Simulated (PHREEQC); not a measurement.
Make-up at 25 °C: 0.0075 mol K3PO4, 0.0016 mol CO2 and 0.13 mol K2HPO4 per kg of water. Closed to the air; pH follows from the charge balance.

Equilibrium calculation in PHREEQC: ion-association model, phreeqc.dat.

Precipitation was switched off in this run.

Q: Predict the pH.

A: pH 10.00.

Q: In which forms is C present?

A: CO3-2 58 %, HCO3- 42 % of the C.

Species that the database lacks are ignored.
